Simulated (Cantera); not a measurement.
Charge: 1 mol CuF2, 0.37 mol H2, at 1.50 Pa.

Equilibrium computed with Cantera from the NASA thermochemical tables; the gas is ideal and each condensed phase is pure. Candidate condensed phases: Cu, CuF2; 15 gas species. Kinetics and transport are ignored.

x: gas mole fraction; n: condensed amount in mol.

```tsv
T (°C)	x HF	x CuF	x CuF2	x F	x Cu	n Cu(s)	n CuF2(s)
375	1.00	7.69e-8	3.53e-8	<1e-12	<1e-12	0.370	0.630
475	1.000	3.86e-5	2.37e-5	<1e-12	(withheld)	0.370	0.630
575	0.992	0.00431	0.00325	2.69e-10	(withheld)	0.368	0.626
675	0.678	0.172	0.150	4.75e-8	(withheld)	0.276	0.372
775	0.425	0.425	0.149	1.13e-6	(withheld)	0	0
875	0.425	0.425	0.149	3.26e-5	(withheld)	0	0
975	0.425	0.426	0.149	0.000548	(withheld)	0	0
1075	0.423	0.429	0.143	0.00580	(withheld)	0	0
1175	0.411	0.445	0.110	0.0344	(withheld)	0	0
1275	0.388	0.475	0.0490	0.0876	(withheld)	0	0
```

Question: Complete the blanks.

Answer: 
- 475, x Cu: 1.35e-12
- 575, x Cu: 7.75e-10
- 675, x Cu: 1.15e-7
- 775, x Cu: 2.30e-6
- 875, x Cu: 6.12e-6
- 975, x Cu: 1.40e-5
- 1075, x Cu: 2.99e-5
- 1175, x Cu: 7.68e-5
- 1275, x Cu: 0.000334
